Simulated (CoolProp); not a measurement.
A Linde-Hampson liquefier for oxygen: isothermal reversible compression at 290 K from 1 atm to 30 MPa, throttling to 1 atm, return gas leaving the recuperator 5 K below the feed. Each further row changes one setting.

Model: reference Helmholtz-energy equation of state, Schmidt 1985, in CoolProp.

```tsv
case	liquid yield per pass	compression work (kJ/kg of gas)
as stated	0.141	419
high pressure 60 MPa	0.169	476
warm-end temperature 320 K	0.105	468
warm-end gap 10 K	0.131	419
```

Above 300 K oxygen's equation is extrapolated.
